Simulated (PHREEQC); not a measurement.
Dissolve 0.016 mol/kgw HF and 0.043 mol/kgw (NH4)2SiF6 at 30 °C. Closed to the air; pH follows from the charge balance.

All values are PHREEQC results (ion-association model, phreeqc.dat), not measurements.

No solid was allowed to form.

Estimate the pH, ionic strength, density.

pH 2.53; ionic strength 0.133 mol/kgw; density 1.000 g/cm³.

In which forms is F present?

SiF6-2 94 %, HF 4.4 %, F- 1.3 % of the F.

SiF6-2 is the database's only silicon fluoride.
